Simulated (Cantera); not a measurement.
Thermodynamics of titanium nitride, carbide and oxide coatings, feed Ti(OiPr)4 + H2O + NH3

Charge: 1 mol Ti(OiPr)4, 2.2 mol H2O, 0.45 mol NH3, at 2.10 mbar.

Method: chemical equilibrium by Gibbs-energy minimisation in Cantera with the NASA 1993 tables (ideal gas, pure condensed phases). Candidate condensed phases: C, C6H6, C7H8, C8H18, H2O, Ti, TiC, TiN, TiO, TiO2, Ti2O3, Ti3O5, Ti4O7; 139 gas species. The feed counts by its element totals alone. TiC: taken at fixed stoichiometry. Rates play no part.

From 1448 K to 1998 K the condensed part is C(graphite) + TiC(s).

| T (K) | log p H2 | log p CO | log p H | log p N2 | log p HCN | log p C2H2 (acetylene) | log p HNC | n C(graphite) | n TiC(s) |
|---|---|---|---|---|---|---|---|---|---|
| 1448 | -2.82 | -3.25 | -6.44 | -4.69 | -6.90 | -8.14 | -8.75 | 4.80 | 1.00 |
| 1498 | -2.82 | -3.25 | -6.17 | -4.70 | -6.74 | -7.87 | -8.51 | 4.80 | 1.00 |
| 1548 | -2.82 | -3.25 | -5.92 | -4.70 | -6.59 | -7.62 | -8.30 | 4.80 | 1.00 |
| 1598 | -2.82 | -3.25 | -5.68 | -4.70 | -6.45 | -7.39 | -8.10 | 4.80 | 1.00 |
| 1648 | -2.82 | -3.25 | -5.46 | -4.70 | -6.32 | -7.17 | -7.91 | 4.79 | 1.00 |
| 1698 | -2.82 | -3.25 | -5.25 | -4.70 | -6.20 | -6.96 | -7.73 | 4.79 | 1.00 |
| 1748 | -2.82 | -3.25 | -5.05 | -4.70 | -6.09 | -6.77 | -7.56 | 4.79 | 1.00 |
| 1798 | -2.82 | -3.25 | -4.86 | -4.71 | -5.98 | -6.58 | -7.40 | 4.78 | 1.00 |
| 1848 | -2.82 | -3.25 | -4.69 | -4.71 | -5.88 | -6.41 | -7.25 | 4.78 | 1.00 |
| 1898 | -2.83 | -3.26 | -4.52 | -4.71 | -5.79 | -6.25 | -7.12 | 4.77 | 1.000 |
| 1948 | -2.83 | -3.26 | -4.36 | -4.72 | -5.70 | -6.10 | -6.99 | 4.76 | 1.000 |
| 1998 | -2.83 | -3.26 | -4.21 | -4.73 | -5.62 | -5.95 | -6.86 | 4.75 | 1.000 |
log p: log10 of the partial pressure in bar; n: condensed amount in mol.
